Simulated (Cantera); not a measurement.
**Premixed flame**

A freely propagating, adiabatic, planar premixed flame of CH4 : C2H6 : C3H8 : O2 : N2 = 1 : 0.13 : 0.19 : 2.43 : 9.14 (molar parts), equivalence ratio 1.4, unburnt at 525 K and 100.0 Torr; unity-Lewis-number transport, grid criteria slope 0.08 and curve 0.16, no radiation.

Model: GRI-Mech 3.0 (53 species, 325 reactions), integrated in Cantera. GRI-Mech 3.0 was tuned for natural gas; its chemistry of propane as a main component is partial and can be far from experiment. Unity Lewis numbers drop preferential diffusion, which matters most where H2 and H carry the flame. Burning velocities carry a grid error of a few per cent, more on coarse grids.

```tsv
z (mm)	T (K)	u (m/s)	x CH4	x C2H6	x C3H8	x CO	x CH2	x NO
-9.39	526	0.638	0.0775	0.0101	0.0147	3.51e-5	<1e-8	<1e-8
-6.26	530	0.644	0.0773	0.0100	0.0147	0.000322	<1e-8	9.16e-8
-4.70	549	0.667	0.0763	0.00992	0.0144	0.00142	<1e-8	4.18e-7
-3.13	662	0.811	0.0702	0.00915	0.0128	0.00829	<1e-8	2.73e-6
-1.57	1113	1.41	0.0443	0.00566	0.00624	0.0375	1.61e-7	1.42e-5
-0.783	1493	1.96	0.0216	0.00196	0.00144	0.0630	1.41e-5	2.50e-5
0	1832	2.46	0.00382	6.29e-5	1.59e-5	0.0837	8.28e-5	4.01e-5
0.783	1958	2.64	0.000202	1.23e-7	<1e-8	0.0862	2.12e-5	6.09e-5
1.57	1981	2.67	7.50e-6	<1e-8	<1e-8	0.0829	1.80e-6	7.70e-5
3.13	1992	2.69	3.29e-8	<1e-8	<1e-8	0.0799	1.95e-8	9.06e-5
6.26	2004	2.70	<1e-8	<1e-8	<1e-8	0.0793	<1e-8	9.68e-5
12.5	2023	2.72	<1e-8	<1e-8	<1e-8	0.0795	<1e-8	9.99e-5
25.0	2050	2.75	<1e-8	<1e-8	<1e-8	0.0800	<1e-8	0.000104
```
x: mole fraction of selected species; z is measured from the peak of heat release.

| Property | Result |
|---|---|
| laminar burning velocity | 63.8 cm/s |
| thermal thickness | 3.13 mm |
| peak x(CO) | 0.0868 |
| peak x(CH2) | 8.29e-5 |
| grid points | 140 |
